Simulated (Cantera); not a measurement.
A closed system holds: 1 mol Si, 0.014 mol H2O, 55 mol H2, held at 4.80 bar.

Method: chemical equilibrium by Gibbs-energy minimisation in Cantera with the NASA 1993 tables (ideal gas, pure condensed phases). Candidate condensed phases: H2O, Si, SiO2; 18 gas species. Gases not in the tables: Si2H6 and higher silanes. Rates play no part.

x: gas mole fraction; n: condensed amount in mol.

| T (K) | x H2 | x SiO | x H | x SiH2 | n Si(s) | n Si(l) |
|---|---|---|---|---|---|---|
| 1548 | 1.000 | 0.000249 | 1.41e-5 | [?] | 0.986 | 0 |
| 1573 | 1.000 | 0.000250 | 1.86e-5 | [?] | 0.986 | 0 |
| 1598 | 1.000 | 0.000251 | 2.43e-5 | [?] | 0.986 | 0 |
| 1623 | 1.000 | 0.000251 | 3.15e-5 | [?] | 0.985 | 0 |
| 1648 | 1.000 | 0.000252 | 4.06e-5 | [?] | 0.985 | 0 |
| 1673 | 1.000 | 0.000252 | 5.20e-5 | [?] | 0.985 | 0 |
| 1698 | 1.000 | 0.000252 | 6.60e-5 | [?] | 0 | 0.985 |
| 1723 | 1.000 | 0.000252 | 8.32e-5 | [?] | 0 | 0.985 |
| 1748 | 1.000 | 0.000253 | 0.000104 | [?] | 0 | 0.985 |
| 1773 | 1.000 | 0.000253 | 0.000130 | [?] | 0 | 0.984 |
| 1798 | 1.000 | 0.000253 | 0.000161 | [?] | 0 | 0.984 |
| 1823 | 1.000 | 0.000253 | 0.000198 | [?] | 0 | 0.984 |

Task: Fill in the missing entries.

Result: 
- 1548, x SiH2: 2.73e-6
- 1573, x SiH2: 3.67e-6
- 1598, x SiH2: 4.89e-6
- 1623, x SiH2: 6.47e-6
- 1648, x SiH2: 8.47e-6
- 1673, x SiH2: 1.10e-5
- 1698, x SiH2: 1.40e-5
- 1723, x SiH2: 1.70e-5
- 1748, x SiH2: 2.05e-5
- 1773, x SiH2: 2.47e-5
- 1798, x SiH2: 2.95e-5
- 1823, x SiH2: 3.51e-5
